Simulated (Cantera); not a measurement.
**Hydrocarbon pyrolysis for carbon deposition**

An isothermal, constant-pressure homogeneous reactor starts with 2.94 % CH₄, 97.1 % H₂, at 1725 K and 750 Torr.

Detailed kinetics in Cantera: GRI-Mech 3.0 (53 species, 325 reactions). GRI-Mech 3.0 stops at C3 and has no aromatics, soot or wall deposition, so with more carbon than oxygen in the feed, carbon stays in small species such as C2H2 where larger ones or solid carbon would form.

```tsv
t (s)	x CH₄	x H₂	x C₂H₄	x C₂H	x CH₂	x C₂H₂
0.000500	0.0292	0.970	1.87e-5	8.19e-12	1.98e-8	7.22e-6
0.00110	0.0291	0.971	3.54e-5	5.22e-11	2.03e-8	4.54e-5
0.00243	0.0289	0.971	4.37e-5	1.81e-10	2.02e-8	0.000157
0.00536	0.0284	0.971	5.21e-5	4.67e-10	1.98e-8	0.000406
0.0118	0.0273	0.971	6.92e-5	1.06e-9	1.91e-8	0.000921
0.0261	0.0251	0.973	0.000103	2.22e-9	1.78e-8	0.00192
0.0575	0.0216	0.974	0.000160	4.19e-9	1.54e-8	0.00361
0.127	0.0168	0.977	0.000240	6.87e-9	1.22e-8	0.00588
0.280	0.0123	0.979	0.000315	9.40e-9	9.20e-9	0.00798
0.617	0.0100	0.980	0.000355	1.07e-8	7.61e-9	0.00905
1.36	0.00964	0.981	0.000361	1.09e-8	7.35e-9	0.00923
3.00	0.00963	0.981	0.000361	1.09e-8	7.34e-9	0.00923
```
x: mole fraction; the columns are a selection and need not sum to one.

Equilibrium at this temperature and pressure: CH₄ 0.00963, H₂ 0.981, C₂H₄ 0.000361, C₂H 1.09e-8, CH₂ 7.34e-9, C₂H₂ 0.00923 (gas phase only).
